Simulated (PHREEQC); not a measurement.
Solution (25 °C): 9.5 mmol/kgw HF, 0.9 mmol/kgw NH4F and 2.6 mmol/kgw (NH4)2SiF6. Closed to the air; pH follows from the charge balance.

Model: ion-association model, phreeqc.dat, run in PHREEQC.

Precipitation was switched off in this run.

Q: Order these F species by the share of F that they hold, largest first: HF, F-, SiF6-2, HF2-.

A: SiF6-2 (60 %), HF (28 %), F- (11 %), HF2- (0.63 %)

The pH is 2.72 and the ionic strength 0.0108 mol/kgw. SiF6-2 is the database's only silicon fluoride.
